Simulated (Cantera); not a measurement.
Input (Python, Cantera):

```python
import numpy as np
import cantera as ct

gas = ct.Solution("gri30.yaml")
gas.TPX = 448, 300000, {'CH4': 1, 'O2': 1.43, 'N2': 4}
flame = ct.FreeFlame(gas, width=0.019)
flame.set_refine_criteria(ratio=3, slope=0.08, curve=0.16)
flame.transport_model = "mixture-averaged"
flame.solve(loglevel=0, auto=True)
z, T = flame.grid, flame.T
thick = (T[-1] - T[0]) / np.gradient(T, z).max()
show = ['CH4', 'O2', 'NO', 'HCN', 'C2H6', 'CO2']
print(f"laminar burning velocity  {flame.velocity[0] * 100:.3f} cm/s")
print(f"burnt temperature         {T[-1]:.1f} K")
print(f"thermal thickness         {thick * 1e3:.4f} mm")
print(f"grid points               {len(z)}")
z0 = z[flame.heat_release_rate.argmax()]
print(f"{'z/mm':>9s}{'T/K':>9s}{'u/(m/s)':>9s}" + "".join(f"{s:>11s}" for s in show))
rows = []
for k in (-3, -2, -1.5, -1, -0.5, -0.25, 0, 0.25, 0.5, 1, 2, 4, 8):
    zz = z0 + k * thick
    rows.append([k * thick, np.interp(zz, z, T), np.interp(zz, z, flame.velocity),
                 *(np.interp(zz, z, flame.X[gas.species_index(s)]) for s in show)])
    print(f"{rows[-1][0] * 1e3:9.3f}{rows[-1][1]:9.1f}{rows[-1][2]:9.3f}" + "".join(f"{x:11.3e}" for x in rows[-1][3:]))
```

Result:

```
laminar burning velocity  48.103 cm/s
burnt temperature         2330.6 K
thermal thickness         0.1834 mm
grid points               142
     z/mm      T/K  u/(m/s)        CH4         O2         NO        HCN       C2H6        CO2
   -0.550    448.4    0.483  1.550e-01  2.217e-01  6.064e-10  4.551e-10  3.904e-08  2.605e-07
   -0.367    452.0    0.489  1.538e-01  2.204e-01  7.460e-09  7.743e-09  7.442e-07  4.487e-06
   -0.275    470.0    0.512  1.513e-01  2.179e-01  5.097e-08  6.969e-08  7.530e-06  4.096e-05
   -0.183    594.6    0.658  1.401e-01  2.069e-01  5.973e-07  9.231e-07  1.194e-04  5.638e-04
   -0.092   1138.1    1.296  9.506e-02  1.535e-01  7.511e-06  8.870e-06  1.309e-03  5.923e-03
   -0.046   1590.6    1.843  5.421e-02  9.961e-02  1.669e-05  1.995e-05  1.695e-03  1.371e-02
    0.000   1994.3    2.344  1.705e-02  4.323e-02  3.098e-05  3.934e-05  2.925e-04  2.498e-02
    0.046   2194.2    2.590  3.277e-03  1.307e-02  5.383e-05  6.178e-05  1.052e-05  3.513e-02
    0.092   2259.9    2.665  6.910e-04  3.610e-03  8.000e-05  6.642e-05  5.012e-07  4.173e-02
    0.183   2291.3    2.696  6.505e-05  4.107e-04  1.178e-04  4.809e-05  4.243e-09  4.736e-02
    0.367   2306.2    2.709  2.795e-06  9.064e-05  1.494e-04  2.172e-05  6.331e-12  4.933e-02
    0.734   2318.2    2.722  5.589e-08  4.939e-05  1.662e-04  6.353e-06  2.296e-15  4.941e-02
    1.467   2326.2    2.730  1.391e-09  2.855e-05  1.711e-04  1.459e-06  1.026e-17  4.930e-02
```

Detailed kinetics in Cantera: GRI-Mech 3.0 (53 species, 325 reactions). Burning velocities carry a grid error of a few per cent, more on coarse grids.
